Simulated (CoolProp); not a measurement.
Water along the isotherm 915.2 K: fugacity coefficient from the reference equation and from simpler models built on Tc = 647.1 K, pc = 22.06 MPa, ω = 0.344; each cubic takes its own stable root.

Computed with CoolProp (reference Helmholtz-energy equation of state, Wagner 2002).

```csv
p (MPa),phase,reference
1.38,gas,0.9948
2.76,gas,0.9896
4.14,gas,0.9844
5.52,gas,0.9792
6.89,gas,0.9741
8.27,gas,0.9689
9.65,gas,0.9637
11,gas,0.9587
```

**Question.** How far does each simpler model (Redlich-Kwong, Soave-Redlich-Kwong) lie from the reference over these 8 states: mean and median of the absolute difference, and the worst?

**Answer.** 
- Redlich-Kwong: mean 1.0 %, median 1.0 %, worst -1.7 % at 915.2 K and 11 MPa
- Soave-Redlich-Kwong: mean 0.2 %, median 0.2 %, worst +0.4 % at 915.2 K and 11 MPa
